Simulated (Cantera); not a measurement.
# Equilibrium for halide evaporation, hydrolysis and transport: NaCl + H2

Charge: 1 mol NaCl, 80 mol H2, at 0.315 Torr.

Equilibrium computed with Cantera from the NASA thermochemical tables; the gas is ideal and each condensed phase is pure. Candidate condensed phases: Na, NaCl; 10 gas species. Kinetics and transport are ignored.

From 600 K to 800 K the condensed part is NaCl(s). From 900 K to 1900 K nothing is condensed.

```csv
T (K),x H2,x H,x NaCl,x Na,x HCl,x Na2Cl2,x Cl,n NaCl(s)
600,1.00,<1e-12,2.84e-9,1.60e-11,1.60e-11,1.97e-10,<1e-12,1.00
700,1.000,1.23e-12,1.73e-6,6.54e-9,6.54e-9,2.33e-7,<1e-12,1.000
800,1.000,1.41e-10,0.000204,5.80e-7,5.80e-7,4.40e-5,<1e-12,0.977
900,0.990,5.68e-9,0.00777,1.83e-5,1.83e-5,0.00230,<1e-12,0
1000,0.988,1.10e-7,0.0116,8.25e-5,8.25e-5,0.000358,8.56e-12,0
1100,0.987,1.25e-6,0.0120,0.000245,0.000245,4.45e-5,2.79e-10,0
1200,0.987,9.57e-6,0.0117,0.000590,0.000590,7.05e-6,4.96e-9,0
1300,0.986,5.36e-5,0.0111,0.00122,0.00122,1.39e-6,5.59e-8,0
1400,0.985,0.000236,0.0101,0.00222,0.00222,3.15e-7,4.37e-7,0
1500,0.983,0.000852,0.00871,0.00360,0.00360,7.65e-8,2.51e-6,0
1600,0.980,0.00263,0.00702,0.00528,0.00527,1.87e-8,1.12e-5,0
1700,0.974,0.00709,0.00523,0.00702,0.00698,4.42e-9,3.96e-5,0
1800,0.962,0.0171,0.00361,0.00857,0.00846,9.83e-10,0.000115,0
1900,0.941,0.0376,0.00232,0.00973,0.00944,2.07e-10,0.000285,0
```
x: gas mole fraction; n: condensed amount in mol.
